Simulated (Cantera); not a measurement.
What does this Cantera script print?

```python
import numpy as np
import cantera as ct

gas_names = """
    N NO NO2 NO3 N2 N2O Nb NbO NbO2 O O2 O3
""".split()
cond_names = """
    Nb(cr) Nb(L) NbO(s) NbO(L) NbO2(I) NbO2(II) NbO2(III) NbO2(L) Nb2O5(s) Nb2O5(L)
""".split()


def load(file, names, dense=False):
    # The tables refer to 1 bar. Condensed volumes are neglected.
    table = {s.name: s for s in ct.Species.list_from_file(file)}
    out = []
    for n in names:
        d = dict(table[n].input_data)
        d["thermo"] = dict(d["thermo"], **{"reference-pressure": 1e5})
        if dense:
            d["equation-of-state"] = {"model": "constant-volume", "density": "1e6 g/cm^3"}
        out.append(ct.Species.from_dict(d))
    return out


gas = ct.Solution(thermo="ideal-gas", species=load("nasa_gas.yaml", gas_names))
cond = {s.name: ct.Solution(thermo="fixed-stoichiometry", species=[s], name=s.name)
        for s in load("nasa_condensed.yaml", cond_names, dense=True)}
atoms = {
    'Nb': {'Nb': 1},
    'O2': {'O': 2},
    'N2': {'N': 2},
}
top_T = {}  # K; cautious upper limits of use, not melting points


def equilibrate(T, P, feed):
    n = {}
    for name, mol in feed.items():
        for a, k in atoms[name].items():
            n[a] = n.get(a, 0.0) + k * mol
    gas.TPX = T, P, n
    mass = sum(n.values()) * gas.mean_molecular_weight
    gas.equilibrate("TP")
    valid = [c for c in cond.values() if c.min_temp <= T <= top_T.get(c.name, c.max_temp)]
    mix = ct.Mixture([(gas, mass / gas.mean_molecular_weight)] + [(c, 0.0) for c in valid])
    mix.T, mix.P = T, P
    mix.equilibrate("TP", solver="vcs", rtol=1e-11, max_steps=5000)
    return mix


results = []
feed = {'Nb': 1, 'O2': 3, 'N2': 3.1}  # mol
T = 1125  # K
P = 28  # Pa
mix = equilibrate(T, P, feed)
results.append((T, P, feed, dict(zip(mix.species_names, mix.species_moles))))
print(gas.report(threshold=1e-05))
for i in range(1, mix.n_phases):
    print(f"{mix.phase(i).name:16s} {mix.phase_moles(i):12.5e} mol")
```

Result:

```
       temperature   1125 K
          pressure   28 Pa
           density   8.8162e-05 kg/m^3
  mean mol. weight   29.452 kg/kmol
   phase of matter   gas

                          1 kg             1 kmol
                     ---------------   ---------------
          enthalpy         8.877e+05        2.6144e+07  J
   internal energy         5.701e+05         1.679e+07  J
           entropy             10566        3.1118e+05  J/K
    Gibbs function       -1.0999e+07       -3.2393e+08  J
 heat capacity c_p            1155.4             34029  J/K
 heat capacity c_v            873.12             25715  J/K

                      mass frac. Y      mole frac. X     chem. pot. / RT
                     ---------------   ---------------   ---------------
                NO        0.00012766         0.0001253            -34.95
                N2           0.60792           0.63911           -33.803
                O2           0.39195           0.36076           -36.098
     [   +9 minor]        1.9719e-07        2.3429e-07

Nb(cr)            0.00000e+00 mol
NbO(s)            0.00000e+00 mol
NbO2(II)          0.00000e+00 mol
Nb2O5(s)          5.00000e-01 mol
```

Cantera equilibrium calculation (NASA polynomials, part measured and part estimated; ideal gas, pure solids and liquids). Condensed phases not in the tables: the oxides between NbO2 and Nb2O5.
